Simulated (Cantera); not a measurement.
# Hg + H₂ (iron carbonyl, mercury and lead vapours)

A closed system holds: 1 mol Hg, 7.2 mol H₂, held at 1348.15 K and 0.00133 bar.

Method: chemical equilibrium by Gibbs-energy minimisation in Cantera with the NASA 1993 tables (ideal gas, pure condensed phases). Candidate condensed phases: Hg; 3 gas species. The numbers say what is thermodynamically allowed, not how fast it happens.

```yaml
x(H₂): 0.878
x(Hg): 0.122
x(H): 5.95e-5
gas_amount: 8.200 mol
log10 activity of Hg(l) (absent): -6.32
```
